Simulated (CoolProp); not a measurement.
Saturation properties of C3F8 (R218).

Model: reference Helmholtz-energy equation of state, Lemmon 2006, in CoolProp. It is a short technical equation, of lower accuracy than the large ones.

```tsv
T (K)	p (kPa)	liquid density (kg/m³)	liquid viscosity (µPa s)
161	0.4490	1883	2390
177.7	2.409	1825	1450
194.4	9.211	1766	964
211.1	27.42	1707	683
227.8	67.61	1645	504
244.5	144.4	1579	382
261.2	275.6	1509	294
277.9	482.2	1432	228
294.6	787.4	1344	177
311.4	1221	1238	134
```

It boils at 236.4 K under 1 atm.

Viscosity comes from a separate model (Huber 2003), an estimate that may be off by 10 % or more.
